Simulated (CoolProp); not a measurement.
n-pentane along the isotherm 222.25 °C: Z from the reference equation and from simpler models built on Tc = 196.5 °C, pc = 3368 kPa, ω = 0.251; each cubic takes its own stable root.

Computed with CoolProp (reference Helmholtz-energy equation of state, Thol 2019).

| p (kPa) | phase | reference |
|---|---|---|
| 16 | gas | 0.9986 |
| 27 | gas | 0.9977 |
| 45.5 | gas | 0.9961 |
| 76.8 | gas | 0.9935 |
| 130 | gas | 0.9889 |
| 219 | gas | 0.9812 |
| 369 | gas | 0.9681 |
| 623 | gas | 0.9454 |
| 1050 | gas | 0.9056 |
| 1770 | gas | 0.8328 |
| 2990 | gas | 0.6845 |
| 5050 | supercritical | 0.3272 |

Task: How far does each simpler model (van der Waals, Redlich-Kwong, Peng-Robinson) lie from the reference over these 12 states: mean and median of the absolute difference, and the worst?

Result: 
- van der Waals: mean 1.8 %, median 0.2 %, worst +16.6 % at 222.25 °C and 5050 kPa
- Redlich-Kwong: mean 1.0 %, median 0.1 %, worst +9.6 % at 222.25 °C and 5050 kPa
- Peng-Robinson: mean 1.5 %, median 0.3 %, worst +11.1 % at 222.25 °C and 5050 kPa
